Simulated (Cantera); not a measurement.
Feed: 1 mol SiCl4, a varied amount of Cl2, 0.53 mol H2, held at 1100 K and 1730 Torr.

These are equilibrium values from Cantera (NASA tables, ideal gas, pure condensed phases), not measurements of a reactor. Candidate condensed phases: Si; 19 gas species. The tables' values for SiCl3 are old estimates; treat these amounts as uncertain. The numbers say what is thermodynamically allowed, not how fast it happens.

x: gas mole fraction; nothing condenses.

```
n(Cl2) (mol)    x Cl2  x HCl  x SiCl4      x H2      x Cl  x SiHCl3  x SiCl3
------------  -------  -----  -------  --------  --------  --------  -------
0.5           3.90e-9  0.493    0.492    0.0145   6.24e-8  0.000214  6.54e-5
0.62              ___  0.493    0.465       ___       ___       ___  1.89e-8
0.76            0.100  0.463    0.437  4.99e-10  0.000316  6.94e-12  1.15e-8
0.94              ___  0.429    0.405       ___       ___       ___  8.26e-9
1.2             0.245  0.388    0.366  1.44e-10  0.000495  2.00e-12  6.14e-9
1.4             0.297  0.362    0.341  1.03e-10  0.000544  1.43e-12  5.20e-9
1.8             0.381  0.318    0.300  6.21e-11  0.000617    <1e-12  4.04e-9
2.2             0.447  0.284    0.268  4.21e-11  0.000668    <1e-12  3.33e-9
2.7             0.512  0.251    0.236  2.86e-11  0.000715    <1e-12  2.74e-9
```

Problem. What belongs in the gaps?

Solution. 
- 0.62, x Cl2: 0.0418
- 0.62, x H2: 1.36e-9
- 0.62, x Cl: 0.000204
- 0.62, x SiHCl3: 1.89e-11
- 0.94, x Cl2: 0.166
- 0.94, x H2: 2.59e-10
- 0.94, x Cl: 0.000407
- 0.94, x SiHCl3: 3.61e-12
